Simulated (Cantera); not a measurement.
Charge: 1 mol FeS2, 5.7 mol H2, equilibrated at 1748.15 K and 1.33 mbar.

These are equilibrium values from Cantera (NASA tables, ideal gas, pure condensed phases), not measurements of a reactor. Candidate condensed phases: Fe, FeS, FeS2, S; 8 gas species. The numbers say what is thermodynamically allowed, not how fast it happens.

Question: What is the equilibrium state?

Answer: 
```
Property                            Result
-------------------------------  ---------
x(H2)                                0.820
x(S2)                                0.132
x(H2S)                              0.0141
x(SH)                               0.0124
x(Fe)                               0.0102
x(H)                               0.00568
x(S)                               0.00481
n(Fe(δ))                         0.931 mol
gas amount                       6.756 mol
log10 activity of S(l) (absent)      -3.30
```
